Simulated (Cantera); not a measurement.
# Ignition delay

Mixture: 2.56 % CH₄, 0.225 % C₂H₆, 2.35 % C₃H₈, 16.1 % O₂, 78.8 % N₂, at 2.70 bar, adiabatic and at constant volume. Ignition delay is the time to a rise of 400 K.

Computed with Cantera and GRI-Mech 3.0 (53 species, 325 reactions). GRI-Mech 3.0 was tuned for natural gas; its chemistry of propane as a main component is partial and can be far from experiment.

| T0 (K) | delay (ms) |
|---|---|
| 1225 | 2.53 |
| 1300 | 0.710 |
| 1375 | 0.235 |
| 1450 | 0.0926 |
| 1525 | 0.0427 |
| 1600 | 0.0226 |

- apparent activation energy between 1450 and 1600 K = 180 kJ/mol
